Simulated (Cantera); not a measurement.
A closed system holds: 1 mol Si, 0.028 mol CO₂, a varied amount of N₂, at 1600 K and 0.100 bar.

Cantera equilibrium calculation (NASA polynomials, part measured and part estimated; ideal gas, pure solids and liquids). Candidate condensed phases: C, Si, SiC, SiO₂, Si₂N₂O, Si₃N₄; 34 gas species. Mutual solubility and eutectic melting of coexisting phases are not modelled. Kinetics and transport are ignored.

Problem. Which condensed phases are stable at each of these points (n(N₂) (mol)): 1.3, 2.4, 4.4, 7.9, 14, 26, 48, 87, 160, 290, 530, 960?

Solution. 
```
n(N₂) (mol)               condensed phases  Si condensed (%)
-----------  -----------------------------  ----------------
1.3          SiC(s) + Si₂N₂O(s) + Si₃N₄(s)             100.0
2.4          SiC(s) + Si₂N₂O(s) + Si₃N₄(s)             100.0
4.4          SiC(s) + Si₂N₂O(s) + Si₃N₄(s)             100.0
7.9          SiC(s) + Si₂N₂O(s) + Si₃N₄(s)             100.0
14           SiC(s) + Si₂N₂O(s) + Si₃N₄(s)             100.0
26           SiC(s) + Si₂N₂O(s) + Si₃N₄(s)             100.0
48                    Si₂N₂O(s) + Si₃N₄(s)              99.9
87                    Si₂N₂O(s) + Si₃N₄(s)              99.9
160                   Si₂N₂O(s) + Si₃N₄(s)              99.8
290                   Si₂N₂O(s) + Si₃N₄(s)              99.6
530                   Si₂N₂O(s) + Si₃N₄(s)              99.4
960                   Si₂N₂O(s) + Si₃N₄(s)              98.8
```

From 1.3 mol N₂ to 26 mol N₂ the condensed part is SiC(s) + Si₂N₂O(s) + Si₃N₄(s). From 48 mol N₂ to 960 mol N₂ the condensed part is Si₂N₂O(s) + Si₃N₄(s).
